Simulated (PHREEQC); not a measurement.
0.39 g of hydrous ferric oxide (600 m²/g; 0.2 weak and 0.005 strong sites per Fe, Dzombak-Morel constants, diffuse double layer) in 1 kg of water with 0.005 mol/kgw of an inert sodium salt and 0.00044 mol Na2SeO4 and 3.6e-05 mol H3BO3, at 25 °C; the pH is set by adding NaOH or the inert anion's acid. Oxygen is held at 0.21 atm. The system is closed to CO2. Nothing may precipitate in this run.

The series has 13 steps of pH, from 3 to 11.

Model: ion-association model, wateq4f.dat, run in PHREEQC.

**Question.** Near which pH is half of the Se sorbed, and on which side is more sorbed?

**Answer.** Near pH 5.7, with more sorbed at lower pH.

The oxide is taken as insoluble; below pH 4 it would dissolve.
